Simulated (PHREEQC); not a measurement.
Make-up at 20 °C: 20 mmol/kgw CdCl2 and 49 mmol/kgw CuCl2. Closed to the air; pH follows from the charge balance.

The numbers come from PHREEQC with the ion-association model, wateq4f.dat.

This is a speciation only: nothing precipitates in the calculation.

**Question.** Order these Cl species by the share of Cl that they hold, largest first: Cl-, CdCl2, CuCl+, CdCl+, CdCl3-.

**Answer.** Cl- (83 %), CdCl+ (9.3 %), CdCl2 (4.6 %), CuCl+ (2.7 %), CdCl3- (0.46 %)

**Question.** Order these Cu species by the share of Cu that they hold, largest first: CuCl+, Cu+2, CuCl2.

**Answer.** Cu+2 (92 %), CuCl+ (7.7 %), CuCl2 (0.23 %)

The pH is 4.47 and the ionic strength 0.163 mol/kgw. Examples of supersaturated solids here: Atacamite. Others may be too.
